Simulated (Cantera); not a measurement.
Equilibrium for tantalum, niobium, vanadium and zirconium in process gases: Ta(OEt)5 + CO2

Input: 1 mol Ta(OEt)5, 0.12 mol CO2, equilibrated at 1923.15 K.

Method: chemical equilibrium by Gibbs-energy minimisation in Cantera with the NASA 1993 tables (ideal gas, pure condensed phases). Candidate condensed phases: C, C6H6, C7H8, C8H18, H2O, Ta, TaC, Ta2O5; 113 gas species. The feed counts by its element totals alone. TaC: taken at fixed stoichiometry. Condensed phases not in the tables: Ta2C. Equilibrium is a limit: real reactors are often held back by kinetics, nucleation or transport.

From 1.00e-6 bar to 10.0 bar the condensed part is C(graphite) + TaC(s).

| P (Pa) | x H2 | x H | x CO | x CH4 | x H2O | x C2H2 (acetylene) | n C(graphite) | n TaC(s) |
|---|---|---|---|---|---|---|---|---|
| 0.100 | 0.280 | 0.499 | 0.222 | 4.10e-11 | 9.99e-12 | 0.000126 | 3.87 | 1.00 |
| 1 | 0.521 | 0.215 | 0.264 | 1.43e-9 | 2.21e-10 | 0.000235 | 3.87 | 1.00 |
| 10 | 0.640 | 0.0754 | 0.284 | 2.15e-8 | 2.93e-9 | 0.000289 | 3.87 | 1.00 |
| 100 | 0.683 | 0.0247 | 0.292 | 2.45e-7 | 3.21e-8 | 0.000309 | 3.87 | 1.00 |
| 1000 | 0.698 | 0.00788 | 0.294 | 2.56e-6 | 3.31e-7 | 0.000315 | 3.87 | 1.00 |
| 10000 | 0.702 | 0.00250 | 0.295 | 2.59e-5 | 3.34e-6 | 0.000317 | 3.87 | 1.00 |
| 100000 | 0.703 | 0.000791 | 0.295 | 0.000260 | 3.35e-5 | 0.000318 | 3.86 | 1.00 |
| 1000000 | 0.701 | 0.000250 | 0.296 | 0.00258 | 0.000334 | 0.000317 | 3.83 | 1.00 |
x: gas mole fraction; n: condensed amount in mol.
